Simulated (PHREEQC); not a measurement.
Consider water at 25 °C with 0.025 mol/kgw Pb(NO3)2, 0.0011 mol/kgw CaCl2, 0.00013 mol/kgw NaF and 0.0012 mol/kgw NaCl. Closed to the air; pH follows from the charge balance.

Equilibrium calculation in PHREEQC: ion-association model, wateq4f.dat.

Each row changes one thing in this solution. This is a speciation only: nothing precipitates in the calculation.

```
case                                  pH  ionic strength (mol/kgw)  NO3- (mol/kgw)  Pb+2 (mol/kgw)  PbNO3+ (mol/kgw)  Cl- (mol/kgw)  SI of Matlockite (PbClF)  SI of Pb(OH)2 (Pb(OH)2)
----------------------------------  ----  ------------------------  --------------  --------------  ----------------  -------------  ------------------------  -----------------------
as made                             4.77                    0.0677          0.0449          0.0190           0.00513        0.00259                     +0.59                    -0.72
diluted 2-fold with water           4.92                    0.0357          0.0232          0.0104           0.00176        0.00141                     -0.10                    -0.59
NaCl left out                       4.76                    0.0669          0.0448          0.0192           0.00520        0.00167                         …                    -0.72
temperature from 25 to 70 °C           …                    0.0673          0.0453          0.0188           0.00472        0.00194                     -0.37                    +0.66
NaF from 0.00013 to 0.0013 mol/kgw  4.91                    0.0687          0.0449          0.0189           0.00509        0.00260                     +1.58                    -0.44
diluted 5-fold with water           5.10                    0.0150         0.00961         0.00453          0.000392              …                     -1.06                    -0.50
diluted 100-fold with water         5.68                  0.000790        0.000498        0.000246           1.60e-6        3.37e-5                     -4.62                    -0.44
```

Task: Some entries are withheld; supply them.

Result: 
- NaCl left out, SI of Matlockite (PbClF): +0.40
- temperature from 25 to 70 °C, pH: 4.80
- diluted 5-fold with water, Cl- (mol/kgw): 0.000612

Some of these states are supersaturated (in Matlockite, Pb(OH)2, Fluorite, for instance). Away from 25 °C the constants follow the database's enthalpies or fits; those with neither stay at their 25 °C values.
